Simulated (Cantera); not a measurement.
Charge: 1 mol SiCl4, 0.65 mol Cl2, 14 mol H2, 0.85 mol HCl, held at 652 °C and 128 Torr.

Method: chemical equilibrium by Gibbs-energy minimisation in Cantera with the NASA 1993 tables (ideal gas, pure condensed phases). Candidate condensed phases: Si; 19 gas species. The tables' values for SiCl3 are old estimates; treat these amounts as uncertain. Rates play no part.

Base state: H2 0.808, HCl 0.132, SiCl4 0.0593, SiHCl3 0.00132, SiCl3 2.18e-5 (mole fractions); condensed: gas only.

Problem. What changes in the equilibrium state with this change: Cl2 from 0.65 to 1.1 mol?

Solution. 
| species | before | after |
|---|---|---|
| H2 | 0.808 | 0.760 |
| HCl | 0.132 | 0.181 |
| SiCl4 | 0.0593 | 0.0581 |
| SiHCl3 | 0.00132 | 0.000887 |
| SiCl3 | 2.18e-5 | 1.51e-5 |
